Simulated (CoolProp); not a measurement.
CH2F2 (R32) at 196.26 K and 16.3 MPa is throttled through a valve to 2.96 MPa with no heat exchange. Each further row changes one setting.

Values from CoolProp's reference Helmholtz-energy equation of state, Tillner-Roth 1997.

```tsv
case	temperature change (K)	final density (kg/m³)
as stated	+4.1	1270
outlet pressure 0.888 MPa	+4.8	1270
outlet pressure 3.85 MPa	+3.9	1280
```
